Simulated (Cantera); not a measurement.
**Ignition delay**

Mixture: CO : H2 : CH4 : O2 : N2 : H2O = 1 : 0.2 : 0.18 : 1.07 : 4.01 : 0.17 (molar parts), equivalence ratio 0.90, at 32.0 bar, adiabatic and at constant volume. Ignition delay is the time to a rise of 400 K.

Detailed kinetics in Cantera: GRI-Mech 3.0 (53 species, 325 reactions). The pressure lies above the range GRI-Mech 3.0 was tuned for (to about 10 atm). Below about 1000 K GRI-Mech 3.0 lacks low-temperature oxidation paths. Below about 950 K walls govern HO2 and H2O2 in real vessels.

```
T0 (K)  delay (ms)
------  ----------
900           40.6
1000          3.86
1100         0.574
1200         0.123
1300        0.0367
1400        0.0143
1500       0.00680
```

```yaml
apparent activation energy between 1300 and 1500 K: 140 kJ/mol
```
